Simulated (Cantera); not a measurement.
**Equilibrium for metals in furnace atmospheres: Pb + H2O + CO**

Input: 1 mol Pb, 0.032 mol H2O, a varied amount of CO, equilibrated at 1150 K and 870 Pa.

Equilibrium computed with Cantera from the NASA thermochemical tables; the gas is ideal and each condensed phase is pure. Candidate condensed phases: C, C6H6, C7H8, C8H18, H2O, Pb, PbO, PbO2, Pb3O4; 113 gas species. Equilibrium is a limit: real reactors are often held back by kinetics, nucleation or transport.

```csv
n(CO) (mol),x CO,x Pb,x CO2,x H2,n Pb(l)
1.3,0.921,0.0333,0.0226,0.0226,0.954
2,0.937,0.0333,0.0149,0.0149,0.930
2.9,0.946,0.0333,0.0104,0.0104,0.899
4.3,0.952,0.0333,0.00708,0.00708,0.851
6.4,0.957,0.0333,0.00478,0.00478,0.778
9.4,0.960,0.0333,0.00327,0.00327,0.675
14,0.962,0.0333,0.00220,0.00220,0.517
21,0.964,0.0333,0.00147,0.00147,0.275
```
x: gas mole fraction; n: condensed amount in mol.

From 1.3 mol CO to 21 mol CO the condensed part is Pb(l). The main Pb-bearing gas is Pb throughout. The share of Pb in condensed phases is highest at 1.3 mol CO (95.4 %) and lowest at 21 mol CO (27.5 %).
